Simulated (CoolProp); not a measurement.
Vapour-liquid equilibrium of methanol (1) + dimethyl carbonate (2) at 193.95 °C; x and y are mole fractions of (1).

Computed with CoolProp (multi-fluid Helmholtz-energy mixture model, de Reuck 1993 and Zhou 2011; pair parameters Bell 2016).

```tsv
x	bubble pressure, mixture model (bar)	bubble pressure, Raoult's law (bar)	y, mixture model	y, Raoult's law
0.05	14.17	13.28	0.156	0.135
0.125	16.97	15.06	0.311	0.298
0.2	19.47	16.85	0.419	0.426
0.275	21.73	18.63	0.501	0.530
0.35	23.79	20.42	0.567	0.615
0.425	25.67	22.20	0.623	0.687
0.5	27.40	23.99	0.673	0.748
0.575	29.00	25.77	0.720	0.801
0.65	30.49	27.56	0.765	0.847
0.725	31.87	29.34	0.810	0.887
0.8	33.15	31.13	0.857	0.922
0.875	34.30	32.91	0.906	0.954
0.95	35.31	34.70	0.960	0.983
```

The largest gap from Raoult's law is +16.6 % in bubble pressure, at x = 0.275. No azeotrope shows between x = 0.05 and 0.95.

Pair parameters are fitted to limited data, so mixtures are less certain than the pure fluids.
